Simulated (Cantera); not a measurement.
A perfectly stirred reactor is fed with CO : O2 : H2O : N2 = 0.012 : 0.0035 : 0.021 : 1 (molar parts), equivalence ratio 1.7, at 0.760 bar; it is held at 1225 K, and followed from long to short residence time.

Cantera simulation using GRI-Mech 3.0 (53 species, 325 reactions); the numbers are that mechanism's predictions, not measurements.

Problem. Predict: x(CO) at τ = 1.20 s; x(O2) at τ = 1.20 s; x(H2O) at τ = 1.20 s; x(NO) at τ = 1.20 s; x(H2O2) at τ = 1.20 s; x(CO) at τ = 33.0 ms; x(O2) at τ = 33.0 ms; x(H2O) at τ = 33.0 ms; x(NO) at τ = 33.0 ms; x(H2O2) at τ = 33.0 ms.

Solution. 
* **x(CO) at τ = 1.20 s**: 0.00232
* **x(O2) at τ = 1.20 s**: 1.40e-5
* **x(H2O) at τ = 1.20 s**: 0.0178
* **x(NO) at τ = 1.20 s**: 9.74e-8
* **x(H2O2) at τ = 1.20 s**: 2.43e-9
* **x(CO) at τ = 33.0 ms**: 0.00331
* **x(O2) at τ = 33.0 ms**: 0.000213
* **x(H2O) at τ = 33.0 ms**: 0.0183
* **x(NO) at τ = 33.0 ms**: 4.00e-7
* **x(H2O2) at τ = 33.0 ms**: 3.30e-8
